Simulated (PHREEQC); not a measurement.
Solution (49 °C): 0.014 mol/kgw HF, 0.0015 mol/kgw KF, 0.0012 mol/kgw (NH4)2SiF6 and 0.0089 mol/kgw LiF. Closed to the air; pH follows from the charge balance.

All values are PHREEQC results (ion-association model, phreeqc.dat), not measurements.

Precipitation was switched off in this run.

Task: Order these F species by the share of F that they hold, largest first: HF, F-, SiF6-2, HF2-.

Result: HF (40 %), F- (33 %), SiF6-2 (23 %), HF2- (3.7 %)

The pH is 3.23 and the ionic strength 0.0147 mol/kgw. Constants without temperature data keep their 25 °C values here. SiF6-2 is the database's only silicon fluoride.
